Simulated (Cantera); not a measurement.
Charge: 1 mol CCl4, 1.7 mol F2, equilibrated at 1398.15 K and 10.0 mbar.

These are equilibrium values from Cantera (NASA tables, ideal gas, pure condensed phases), not measurements of a reactor. Candidate condensed phases: C; 27 gas species. Gases not in the tables: C2F6 and larger saturated fluorocarbons. Rates play no part.

Base state: Cl2 0.525, CF4 0.260, Cl 0.203, CClF3 0.0121, CCl2F2 0.000503, CF2 4.25e-5, ClF 4.07e-5, CCl3F 1.65e-5 (mole fractions); condensed: C(graphite).

Question: What changes in the equilibrium state with this change: temperature from 1398.15 K to 2773.15 K?

Answer: 
```
species             before     after
----------------  --------  --------
Cl                   0.203     0.555
F                  7.01e-6     0.385
CF2                4.25e-5    0.0299
Cl2                  0.525   7.81e-5
CF                   <1e-9    0.0267
CClF3               0.0121   4.92e-8
CF4                  0.260   7.76e-6
C3                   <1e-9   0.00226
CCl2F2            0.000503     <1e-9
C                    <1e-9  0.000490
C2                   <1e-9  0.000220
C(graphite), mol     0.140     0.535
```
The tables' values for CCl are old estimates; treat these amounts as uncertain.

Question: What changes in the equilibrium state with this change: F2 from 1.7 to 0.16 mol?

Answer: 
| species | before | after |
|---|---|---|
| Cl2 | 0.525 | 0.726 |
| Cl | 0.203 | 0.239 |
| CF4 | 0.260 | 0.0316 |
| CClF3 | 0.0121 | 0.00294 |
| CF2 | 4.25e-5 | 1.48e-5 |
| CCl2F2 | 0.000503 | 0.000243 |
| ClF | 4.07e-5 | 2.83e-5 |
| C(graphite), mol | 0.140 | 0.918 |

Question: What changes in the equilibrium state with this change: pressure from 10.0 mbar to 0.640 bar?

Answer: 
| species | before | after |
|---|---|---|
| Cl2 | 0.525 | 0.661 |
| CF4 | 0.260 | 0.266 |
| CClF3 | 0.0121 | 0.0392 |
| Cl | 0.203 | 0.0285 |
| CCl4 | 9.26e-7 | 9.40e-5 |
| CCl3F | 1.65e-5 | 0.000530 |
| CCl2F2 | 0.000503 | 0.00513 |
| C(graphite), mol | 0.140 | 0.113 |
